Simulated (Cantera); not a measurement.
## Aluminium and copper etching: Cu + F2 + N2

A closed system holds: 1 mol Cu, 0.55 mol F2, 0.21 mol N2.

Equilibrium computed with Cantera from the NASA thermochemical tables; the gas is ideal and each condensed phase is pure. Candidate condensed phases: Cu, CuF2; 11 gas species. Each liquid is taken as pure. Mutual solubility and eutectic melting of coexisting phases are not modelled. Kinetics and transport are ignored.

### Question
Map the stable condensed phases over T = 873, 923, 973, 1023, 1073, 1123, 1173, 1223, 1273, 1323, 1373, 1423, 1473 K and P in Pa = 1, 3.6, 13, 46, 170, 600, 2200, 7700, 28000, 100000.

### Answer
```
T in K \ P in Pa
              1    3.6     13     46    170    600   2200   7700  28000 100000
   1473       A      A      A      A      A      A      B      B      C      C
   1423       A      A      A      A      A      A      B      C      C      C
   1373       A      A      A      A      A      B      B      C      C      C
   1323       A      A      A      A      A      B      C      C      C      C
   1273       A      A      A      A      B      B      C      C      C      C
   1223       A      A      A      B      B      C      C      C      C      C
   1173       A      A      A      B      B      C      C      C      C      C
   1123       A      A      B      B      C      C      C      C      C      C
   1073       A      B      B      C      C      C      C      C      C      C
   1023       B      B      C      C      C      C      C      C      C      C
    973       B      C      C      C      C      C      C      C      C      C
    923       C      C      C      C      C      C      C      C      C      C
    873       C      C      C      C      C      C      C      C      C      C
```
A: gas only; B: Cu; C: Cu + CuF2.
